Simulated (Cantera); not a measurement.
**Formation from one mole of O2**

Source: NASA polynomial tables (part measured, part estimated), evaluated in Cantera. Values are per mole of reaction as written; species without (g) are pure solids or liquids, kept so even where they would boil at 1 bar.

Nb + O2(g) → NbO2

```json
[
 {"T (K)": "425", "ΔH° (kJ)": "-794.1", "ΔS° (J/K)": "-184.7", "ΔG° (kJ)": "-715.6", "log10 K": "87.95"},
 {"T (K)": "475", "ΔH° (kJ)": "-793.6", "ΔS° (J/K)": "-183.6", "ΔG° (kJ)": "-706.4", "log10 K": "77.68"},
 {"T (K)": "525", "ΔH° (kJ)": "-793.0", "ΔS° (J/K)": "-182.5", "ΔG° (kJ)": "-697.2", "log10 K": "69.37"},
 {"T (K)": "575", "ΔH° (kJ)": "-792.4", "ΔS° (J/K)": "-181.5", "ΔG° (kJ)": "-688.1", "log10 K": "62.51"},
 {"T (K)": "625", "ΔH° (kJ)": "-791.8", "ΔS° (J/K)": "-180.4", "ΔG° (kJ)": "-679.1", "log10 K": "56.75"},
 {"T (K)": "675", "ΔH° (kJ)": "-791.1", "ΔS° (J/K)": "-179.3", "ΔG° (kJ)": "-670.1", "log10 K": "51.85"},
 {"T (K)": "725", "ΔH° (kJ)": "-790.3", "ΔS° (J/K)": "-178.2", "ΔG° (kJ)": "-661.1", "log10 K": "47.63"},
 {"T (K)": "775", "ΔH° (kJ)": "-789.5", "ΔS° (J/K)": "-177.1", "ΔG° (kJ)": "-652.2", "log10 K": "43.96"},
 {"T (K)": "825", "ΔH° (kJ)": "-788.6", "ΔS° (J/K)": "-175.9", "ΔG° (kJ)": "-643.4", "log10 K": "40.74"},
 {"T (K)": "875", "ΔH° (kJ)": "-787.6", "ΔS° (J/K)": "-174.7", "ΔG° (kJ)": "-634.7", "log10 K": "37.89"},
 {"T (K)": "925", "ΔH° (kJ)": "-786.5", "ΔS° (J/K)": "-173.5", "ΔG° (kJ)": "-625.9", "log10 K": "35.35"}
]
```

2 B + O2(g) → B2O2(g)

| T (K) | ΔH° (kJ) | ΔS° (J/K) | ΔG° (kJ) | log10 K |
|---|---|---|---|---|
| 425 | -455.7 | 26.9 | -467.1 | 57.41 |
| 475 | -455.7 | 26.9 | -468.4 | 51.51 |
| 525 | -455.8 | 26.7 | -469.8 | 46.74 |
| 575 | -455.9 | 26.4 | -471.1 | 42.80 |
| 625 | -456.1 | 26.1 | -472.4 | 39.48 |
| 675 | -456.3 | 25.8 | -473.7 | 36.66 |
| 725 | -456.6 | 25.4 | -475.0 | 34.22 |
| 775 | -456.9 | 25.0 | -476.3 | 32.10 |
| 825 | -457.2 | 24.6 | -477.5 | 30.23 |
| 875 | -457.5 | 24.3 | -478.7 | 28.58 |
| 925 | -457.8 | 23.9 | -479.9 | 27.10 |

1.333 Fe + O2(g) → 0.6667 Fe2O3

```csv
T (K),ΔH° (kJ),ΔS° (J/K),ΔG° (kJ),log10 K
425,-548.8,-179.5,-472.5,58.08
475,-548.1,-177.9,-463.6,50.98
525,-547.3,-176.2,-454.7,45.24
575,-546.4,-174.6,-446.0,40.51
625,-545.4,-173.0,-437.3,36.55
675,-544.3,-171.4,-428.7,33.17
725,-543.2,-169.7,-420.1,30.27
775,-542.0,-168.1,-411.7,27.75
825,-540.8,-166.6,-403.3,25.54
875,-539.6,-165.2,-395.0,23.58
925,-538.7,-164.3,-386.8,21.84
```

2 C + O2(g) → 2 CO(g)

| T (K) | ΔH° (kJ) | ΔS° (J/K) | ΔG° (kJ) | log10 K |
|---|---|---|---|---|
| 425 | -220.1 | 181.4 | -297.2 | 36.53 |
| 475 | -220.0 | 181.7 | -306.3 | 33.68 |
| 525 | -220.0 | 181.6 | -315.4 | 31.38 |
| 575 | -220.2 | 181.3 | -324.5 | 29.47 |
| 625 | -220.4 | 180.9 | -333.5 | 27.87 |
| 675 | -220.8 | 180.4 | -342.6 | 26.51 |
| 725 | -221.1 | 179.9 | -351.6 | 25.33 |
| 775 | -221.6 | 179.3 | -360.5 | 24.30 |
| 825 | -222.1 | 178.7 | -369.5 | 23.39 |
| 875 | -222.6 | 178.1 | -378.4 | 22.59 |
| 925 | -223.1 | 177.5 | -387.3 | 21.87 |
